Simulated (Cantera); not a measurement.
A closed system holds: 1 mol V2O3, 220 mol H2, 1.3 mol H2O, equilibrated at 5.33 Torr.

These are equilibrium values from Cantera (NASA tables, ideal gas, pure condensed phases), not measurements of a reactor. Candidate condensed phases: H2O, V, VO, V2O3, V2O4, V2O5; 12 gas species. Mutual solubility and eutectic melting of coexisting phases are not modelled. VO: taken at fixed stoichiometry. Condensed phases not in the tables: the oxides between V2O3 and V2O5 other than VO2. The numbers say what is thermodynamically allowed, not how fast it happens.

log p: log10 of the partial pressure in bar; n: condensed amount in mol.

| T (°C) | log p H2 | log p H2O | log p H | log p VO2 | log p VO | n V2O3(s) | n VO(s) |
|---|---|---|---|---|---|---|---|
| 1100 | -2.15 | -4.38 | -6.55 | -10.85 | (withheld) | 1.00 | 0 |
| 1150 | -2.15 | -4.38 | -6.25 | -10.21 | (withheld) | 1.000 | 0 |
| 1200 | -2.15 | -4.38 | -5.97 | -9.61 | (withheld) | 1.000 | 0 |
| 1250 | -2.15 | -4.38 | -5.71 | -9.06 | (withheld) | 1.000 | 0 |
| 1300 | -2.15 | -4.38 | -5.47 | -8.54 | (withheld) | 1.000 | 0 |
| 1350 | -2.15 | -4.32 | -5.24 | -8.03 | (withheld) | 0.791 | 0.417 |
| 1400 | -2.15 | -4.22 | -5.02 | -7.52 | (withheld) | 0.404 | 1.19 |

Complete the blanks.


- 1100, log p VO: -12.27
- 1150, log p VO: -11.48
- 1200, log p VO: -10.75
- 1250, log p VO: -10.07
- 1300, log p VO: -9.44
- 1350, log p VO: -8.88
- 1400, log p VO: -8.37
